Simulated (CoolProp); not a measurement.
A closed Brayton cycle with dry air: compressor inlet 327.15 K and 3.3 MPa, high pressure 8.75 MPa, turbine inlet 935 K, compressor efficiency 0.8, turbine efficiency 0.85, recuperator effectiveness 0.9 (on enthalpy, no pinch check). Each further row changes one setting.

The numbers come from the reference Helmholtz-energy equation of state, Lemmon 2000 in CoolProp. It is a pseudo-pure fit of the blend.

| case | thermal efficiency (%) | net work (kJ/kg) | compressor to turbine work | compressor exit (K) | turbine exit (K) |
|---|---|---|---|---|---|
| as stated | 28.3 | 66.7 | 0.67 | 458.6 | 757.6 |
| turbine inlet 885 K | 25.4 | 55.8 | 0.71 | 458.6 | 715.6 |
| compressor inlet 337.15 K | 26.7 | 62.4 | 0.69 | 472.4 | 757.6 |
| high pressure 7.44 MPa | 29.3 | 61.7 | 0.64 | 434.2 | 784.5 |
| recuperator effectiveness 0.5 | 18.4 | 66.7 | 0.67 | 458.6 | 757.6 |
